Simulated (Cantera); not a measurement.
A closed system holds: 1 mol Si3N4, 2.4 mol O2, 14 mol H2, at 1.33 mbar.

Equilibrium computed with Cantera from the NASA thermochemical tables; the gas is ideal and each condensed phase is pure. Candidate condensed phases: H2O, Si, SiO2, Si2N2O, Si3N4; 35 gas species. Mutual solubility and eutectic melting of coexisting phases are not modelled. The tables hold silica as quartz up to 1696 K and as liquid above; real silica turns to tridymite and cristobalite and melts near 1996 K. Rates play no part.

Q: At 1248 K, list the 4 most abundant gas species with their mole fractions, and the condensed phases.

A: H2 0.897, N2 0.103, H2O 1.86e-5, H 1.21e-5. Condensed: SiO2(β-quartz) + Si2N2O(s).
